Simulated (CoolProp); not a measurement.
Model: reference Helmholtz-energy equation of state, de Reuck 1993, in CoolProp.

For methanol, give the phase and the density (kg/m³), Joule-Thomson coefficient (K/MPa), conductivity (mW/(m K)) at 245.55 °C and 24600 kPa.


- 245.55 °C and 24600 kPa: supercritical; density 551, Joule-Thomson coefficient 0.338, conductivity 171

Thermal conductivity comes from a separate model (Sykioti 2013).
